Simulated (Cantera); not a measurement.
A freely propagating, adiabatic, planar premixed flame of H₂ : O₂ : N₂ = 1 : 0.538 : 2.02 (molar parts), equivalence ratio 0.93, unburnt at 325 K and 760 Torr; mixture-averaged transport, grid criteria slope 0.08 and curve 0.16, no radiation.

Cantera simulation using the H2/O2 subset of GRI-Mech 3.0, which has no nitrogen chemistry; the numbers are that mechanism's predictions, not measurements. Burning velocities carry a grid error of a few per cent, more on coarse grids.

Question: How do the results move with these cheaper or finer settings: unity-Lewis-number transport; multicomponent transport; multicomponent+Soret transport; grid criteria slope 0.5, curve 1; grid criteria slope 0.25, curve 0.5; grid criteria slope 0.03, curve 0.06?

Answer: 
| setting | laminar burning velocity | thermal thickness | peak x(HO₂) | peak x(H₂O₂) | grid points |
|---|---|---|---|---|---|
| as above | 242 cm/s | 0.346 mm | 0.000490 | 0.000109 | 110 |
| unity-Lewis-number transport | 177 cm/s | 0.299 mm | 0.000338 | 3.15e-5 | 103 |
| multicomponent transport | 238 cm/s | 0.342 mm | 0.000492 | 0.000112 | 110 |
| multicomponent+Soret transport | 216 cm/s | 0.336 mm | 0.000484 | 0.000110 | 110 |
| grid criteria slope 0.5, curve 1 | 285 cm/s | 0.459 mm | 0.000425 | 8.47e-5 | 33 |
| grid criteria slope 0.25, curve 0.5 | 246 cm/s | 0.369 mm | 0.000476 | 9.99e-5 | 55 |
| grid criteria slope 0.03, curve 0.06 | 241 cm/s | 0.341 mm | 0.000496 | 0.000112 | 242 |
Unity Lewis numbers drop preferential diffusion, which matters most where H2 and H carry the flame; Soret adds thermal diffusion.
